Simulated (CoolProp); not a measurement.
Neopentane along the isobar 731 kPa: Z from the reference equation and from simpler models built on Tc = 160.6 °C, pc = 3196 kPa, ω = 0.196; each cubic takes its own stable root.

Values from CoolProp's reference Helmholtz-energy equation of state, Lemmon 2006. It is a short technical equation, of lower accuracy than the large ones.

```csv
T (°C),phase,reference
111.25,gas,0.8733
129.65,gas,0.8934
148.05,gas,0.9092
166.45,gas,0.9219
184.85,gas,0.9324
203.25,gas,0.9411
221.65,gas,0.9484
240.05,gas,0.9546
258.45,gas,0.9599
276.85,gas,0.9645
```

Question: How far does each simpler model (Pitzer virial, van der Waals) lie from the reference over these 10 states: mean and median of the absolute difference, and the worst?

Answer: 
- Pitzer virial: mean 0.3 %, median 0.2 %, worst +1.0 % at 111.25 °C and 731 kPa
- van der Waals: mean 0.9 %, median 0.4 %, worst +3.1 % at 111.25 °C and 731 kPa
